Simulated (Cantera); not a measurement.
What does this Cantera script print?

```python
import numpy as np
import cantera as ct

gas = ct.Solution("gri30.yaml")
gas.TPX = 2200, 2666, {'NO': 1, 'N2': 12}
inlet = ct.Reservoir(gas, clone=True)

reactor = ct.IdealGasConstPressureReactor(gas, energy="off", clone=False)
exhaust = ct.Reservoir(gas, clone=True)
tau = [0.67, 0.31, 0.14, 0.066, 0.03, 0.014, 0.0065, 0.003, 0.0014, 0.00064][0]
for a, b in ((inlet, reactor), (reactor, exhaust)):
    ct.MassFlowController(a, b, mdot=lambda t: reactor.mass / tau)
net = ct.ReactorNet([reactor])
show = ['NO', 'O2', 'O', 'N2', 'N2O', 'NO2']

rows = []
print(f"{'tau/s':>10s}{'T/K':>9s}" + "".join(f"{s:>11s}" for s in show))
for tau in [0.67, 0.31, 0.14, 0.066, 0.03, 0.014, 0.0065, 0.003, 0.0014, 0.00064]:
    net.initial_time = 0.0
    net.advance(30 * tau)
    before = gas.X
    net.advance(40 * tau)
    drift = np.max(np.abs(gas.X - before) / (gas.X + 1e-9))
    rows.append([gas.T, *gas[show].X, drift])
    print(f"{tau:10.3e}{gas.T:9.1f}" + "".join(f"{x:11.3e}" for x in gas[show].X))
```

Output:

```
     tau/s      T/K         NO         O2          O         N2        N2O        NO2
 6.700e-01   2200.0  6.828e-02  3.850e-03  9.038e-04  9.270e-01  2.132e-06  1.807e-06
 3.100e-01   2200.0  7.463e-02  9.241e-04  4.214e-04  9.240e-01  2.715e-06  9.054e-07
 1.400e-01   2200.0  7.634e-02  1.913e-04  1.862e-04  9.233e-01  2.899e-06  3.983e-07
 6.600e-02   2200.0  7.675e-02  4.246e-05  8.655e-05  9.231e-01  2.876e-06  1.822e-07
 3.000e-02   2200.0  7.686e-02  8.557e-06  3.817e-05  9.231e-01  2.699e-06  7.886e-08
 1.400e-02   2200.0  7.690e-02  1.759e-06  1.678e-05  9.231e-01  2.355e-06  3.375e-08
 6.500e-03   2200.0  7.691e-02  3.436e-07  7.062e-06  9.231e-01  1.838e-06  1.351e-08
 3.000e-03   2200.0  7.692e-02  6.439e-08  2.870e-06  9.231e-01  1.242e-06  4.976e-09
 1.400e-03   2200.0  7.692e-02  1.239e-08  1.184e-06  9.231e-01  7.351e-07  1.715e-09
 6.400e-04   2200.0  7.692e-02  2.355e-09  4.927e-07  9.231e-01  3.852e-07  5.222e-10
```

Computed with Cantera and GRI-Mech 3.0 (53 species, 325 reactions). Radical loss at walls, strong at low pressure, is not modelled.
